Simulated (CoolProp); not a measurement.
Model: reference Helmholtz-energy equation of state, Gao 2020, in CoolProp.

### Question
For ammonia, give the phase and the cv (kJ/(kg K)), speed of sound (m/s), Joule-Thomson coefficient (K/MPa), viscosity (µPa s) at 609.5 K and 1.01 bar; 656.9 K and 1.01 bar.

### Answer
- 609.5 K and 1.01 bar: gas; cv 2.18, speed of sound 603, Joule-Thomson coefficient 3.25, viscosity 22.0
- 656.9 K and 1.01 bar: gas; cv 2.26, speed of sound 624, Joule-Thomson coefficient 2.64, viscosity 23.8

Viscosity comes from a separate model (Fenghour 1995).
